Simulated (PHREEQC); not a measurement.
PHREEQC input (Pitzer model, pitzer.dat):

```
SOLUTION 1
  temp 60
  units mol/kgw
  pH 7 charge
  S(6) 0.537
  Mg 0.0051
  Na 1.06
  K 0.0038
END
USE solution 1
INCREMENTAL_REACTIONS false
REACTION 1
  H2O -1
  0 9.886 18.011 24.689 30.178 34.689 38.397 41.444
  43.949 46.007 47.699 49.089 50.232 51.172 51.944 52.578
  53.1 53.528 53.88 54.17 54.408 54.603 54.764 54.896
  55.005 55.094 55.168 55.228 moles
EQUILIBRIUM_PHASES 1
  Arcanite 0 0
  Bloedite 0 0
  Brucite 0 0
  Epsomite 0 0
  Glaserite 0 0
  Hexahydrite 0 0
  Kieserite 0 0
  Leonite 0 0
  Mirabilite 0 0
  Misenite 0 0
  Schoenite 0 0
  Thenardite 0 0
SELECTED_OUTPUT 1
  -reset false
  -pH true
  -pe true
  -ionic_strength true
  -water true
  -activities H2O
  -totals K Mg Na S
  -molalities H+ Na+ K+ Mg+2 SO4-2 OH- HSO4- MgOH+
  -equilibrium_phases Arcanite Bloedite Brucite Epsomite Glaserite Hexahydrite Kieserite Leonite Mirabilite Misenite
    Schoenite Thenardite
PRINT
  -reset false
END
```

Selected output (columns that matter, 20 of 28 rows; water left (kg) added in front):

```
water left (kg)	pH	mu	K	Mg	Na	S	m_H+	m_Na+	m_K+	m_Mg+2	m_SO4-2	m_OH-	la_H2O	Thenardite
1	7.0208	1.6161	0.0038	0.0051	1.06	0.537	2.3991e-07	1.06	0.0038	0.0050998	0.537	1.7734e-06	-0.0087331	0
0.821894	7.0304	1.9663	0.0046235	0.0062052	1.2897	0.65337	2.4266e-07	1.2897	0.0046235	0.0062049	0.65337	1.8306e-06	-0.010479	0
0.555203	7.0454	2.9108	0.0068443	0.0091858	1.9092	0.96721	2.4293e-07	1.9092	0.0068443	0.0091854	0.96721	1.9076e-06	-0.015155	0
0.456313	7.0496	3.5416	0.0083276	0.011177	2.323	1.1768	2.3869e-07	2.323	0.0083276	0.011176	1.1768	1.919e-06	-0.018296	0
0.30824	7.0455	5.243	0.012328	0.016546	3.4389	1.7422	2.1654e-07	3.4389	0.012328	0.016545	1.7421	1.862e-06	-0.02696	0
0.253345	7.0321	6.3791	0.014999	0.020131	4.184	2.1196	1.9702e-07	4.184	0.014999	0.020129	2.1196	1.7826e-06	-0.032902	0
0.171138	6.9597	9.4433	0.022204	0.029801	6.1938	3.1378	1.4031e-07	6.1938	0.022204	0.029798	3.1378	1.5109e-06	-0.049122	0
0.140655	6.9308	9.5392	0.027016	0.036259	6.2358	3.1677	1.4669e-07	6.2358	0.027016	0.036256	3.1676	1.4215e-06	-0.049567	0.091454
0.115613	6.901	9.5733	0.032868	0.044113	6.2317	3.1764	1.5552e-07	6.2317	0.032868	0.04411	3.1764	1.3348e-06	-0.049675	0.16977
0.0780853	6.835	9.6653	0.048665	0.065313	6.2207	3.2	1.7612e-07	6.2207	0.048665	0.06531	3.2	1.1645e-06	-0.049966	0.28713
0.0641769	6.7989	9.7267	0.059211	0.079468	6.2133	3.2157	1.8783e-07	6.2133	0.059211	0.079464	3.2157	1.083e-06	-0.050161	0.33062
0.0433504	6.7211	9.8923	0.087658	0.11765	6.1935	3.2582	2.1357e-07	6.1935	0.087658	0.11764	3.2582	9.3092e-07	-0.050687	0.39576
0.0356396	6.6794	10.003	0.10662	0.1431	6.1802	3.2865	2.2717e-07	6.1802	0.10662	0.14309	3.2865	8.615e-07	-0.05104	0.41987
0.029298	6.6357	10.137	0.1297	0.17407	6.1641	3.321	2.4082e-07	6.1641	0.1297	0.17407	3.321	7.9683e-07	-0.05147	0.4397
0.0197855	6.5418	10.5	0.19206	0.25776	6.1203	3.414	2.6589e-07	6.1203	0.19206	0.25776	3.4139	6.8218e-07	-0.052639	0.46945
0.0162724	6.4916	10.741	0.23352	0.31341	6.0911	3.4757	2.7553e-07	6.0911	0.23352	0.31341	3.4757	6.3261e-07	-0.053423	0.48044
0.0109937	6.3823	11.392	0.34565	0.4639	6.0117	3.6426	2.8283e-07	6.0117	0.34565	0.46389	3.6425	5.4821e-07	-0.055569	0.49695
0.00902995	6.3223	11.827	0.42082	0.56479	5.958	3.7542	2.7712e-07	5.958	0.42082	0.56477	3.7542	5.1339e-07	-0.057033	0.5031
0.00609335	6.1887	13.002	0.62363	0.83698	5.8123	4.055	2.3838e-07	5.8123	0.62363	0.83696	4.055	4.5942e-07	-0.061098	0.51229
0.00501239	6.114	13.78	0.75812	1.0175	5.7156	4.2543	2.039e-07	5.7156	0.75812	1.0175	4.2543	4.4107e-07	-0.063901	0.51568
```

Species that the database lacks are ignored. Constants without temperature data keep their 25 °C values here.
